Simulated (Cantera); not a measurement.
An isothermal, constant-pressure homogeneous reactor starts with 9.07 % CH₄, 89.8 % H₂, 1.18 % H₂O, at 1800 K and 0.132 atm.

Cantera simulation using GRI-Mech 3.0 (53 species, 325 reactions); the numbers are that mechanism's predictions, not measurements. GRI-Mech 3.0 stops at C3 and has no aromatics, soot or wall deposition, so with more carbon than oxygen in the feed, carbon stays in small species such as C2H2 where larger ones or solid carbon would form.

Predict: x(CH₄) at 6.00 s; x(H₂) at 6.00 s; x(C₂H) at 6.00 s; x(CH₃) at 6.00 s; x(C₂H₂) at 6.00 s; x(C₂H₄) at 6.00 s.


| Property | Result |
|---|---|
| x(CH₄) at 6.00 s | 0.00160 (gas-phase equilibrium 0.00134) |
| x(H₂) at 6.00 s | 0.951 (gas-phase equilibrium 0.952) |
| x(C₂H) at 6.00 s | 3.12e-7 (gas-phase equilibrium 3.10e-7) |
| x(CH₃) at 6.00 s | 3.26e-5 (gas-phase equilibrium 2.73e-5) |
| x(C₂H₂) at 6.00 s | 0.0353 (gas-phase equilibrium 0.0350) |
| x(C₂H₄) at 6.00 s | 0.000104 (gas-phase equilibrium 0.000103) |
